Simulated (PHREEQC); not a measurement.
Solution (25 °C): 0.2 mmol/kgw Na2S, 0.0073 mmol/kgw HCl and 0.06 mmol/kgw MnCl2. Closed to the air; pH follows from the charge balance.

Computed with PHREEQC (ion-association model, wateq4f.dat).

pH: 10.23
ionic strength: 0.000546 mol/kgw
total alkalinity: 0.393 meq/kg

```
species   molality  activity   log γ
--------  --------  --------  ------
Na+       0.000400  0.000389  -0.012
HS-       0.000199  0.000194  -0.012
OH-       0.000175  0.000170  -0.012
Cl-       0.000127  0.000124  -0.012
Mn+2       4.27e-5   3.84e-5  -0.046
MnOH+      1.73e-5   1.68e-5  -0.011
S-2        4.44e-7   3.99e-7  -0.046
H2S        9.97e-8   9.97e-8   0.000
MnCl+      1.99e-8   1.94e-8  -0.011
Mn(OH)3-   3.09e-9   3.01e-9  -0.011
```

This is a speciation only: nothing precipitates in the calculation. Examples of supersaturated solids here: Pyrochroite. Others may be too. The polysulfide entries of wateq4f.dat were taken out for this run.
